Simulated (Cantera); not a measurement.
An adiabatic, constant-pressure homogeneous reactor starts with CH3OH : O2 : N2 = 1 : 1.15 : 4.34 (molar parts), equivalence ratio 1.3, at 1823 K and 4580 Torr. Integrator tolerance rtol = 1e-08.

Cantera simulation using GRI-Mech 3.0 (53 species, 325 reactions); the numbers are that mechanism's predictions, not measurements. GRI-Mech 3.0 was tuned for natural gas; its chemistry of methanol as a main component is partial and can be far from experiment.

```json
[
 {"quantity": "time of steepest temperature rise", "before": "3.88 µs", "after": "22.1 ms"},
 {"quantity": "temperature at 2.00 s", "before": "2983 K", "after": "2615 K"},
 {"quantity": "equilibrium temperature", "before": "2983 K", "after": "2615 K"},
 {"quantity": "x(CH3OH) at 2.00 s", "before": "<1e-12 (gas-phase equilibrium <1e-12)", "after": "<1e-12 (gas-phase equilibrium <1e-12)"},
 {"quantity": "x(O2) at 2.00 s", "before": "0.00710 (gas-phase equilibrium 0.00710)", "after": "0.000820 (gas-phase equilibrium 0.000820)"},
 {"quantity": "x(C2H6) at 2.00 s", "before": "<1e-12 (gas-phase equilibrium <1e-12)", "after": "<1e-12 (gas-phase equilibrium <1e-12)"},
 {"quantity": "x(C2H2) at 2.00 s", "before": "<1e-12 (gas-phase equilibrium <1e-12)", "after": "<1e-12 (gas-phase equilibrium <1e-12)"},
 {"quantity": "x(C2H4) at 2.00 s", "before": "<1e-12 (gas-phase equilibrium <1e-12)", "after": "<1e-12 (gas-phase equilibrium <1e-12)"}
]
```

Q: Which change was made?
A) initial temperature 1823 to 1000 K
B) initial temperature 1823 to 1350 K
C) initial temperature 1823 to 1200 K
D) initial temperature 1823 to 1073 K

A: D, initial temperature 1823 to 1073 K
